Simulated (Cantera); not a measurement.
A closed system holds: 1 mol B2H6, 0.46 mol H2O, held at 1.00 bar.

These are equilibrium values from Cantera (NASA tables, ideal gas, pure condensed phases), not measurements of a reactor. Candidate condensed phases: B, B2O3, B3O3H3, H2O; 23 gas species. The feed counts by its element totals alone. Mutual solubility and eutectic melting of coexisting phases are not modelled. The tables' values for BH2 are old estimates; treat these amounts as uncertain. Gases not in the tables: B2H6 and higher boranes. Equilibrium is a limit: real reactors are often held back by kinetics, nucleation or transport.

At 1800 K, list the 6 most abundant gas species with their mole fractions, and the condensed phases.

H2 0.927, HBO 0.0505, B2O2 0.0104, B3O3H3 0.00571, B2O3 0.00343, HBO2 0.00220. Condensed: B(s) + B2O3(l).
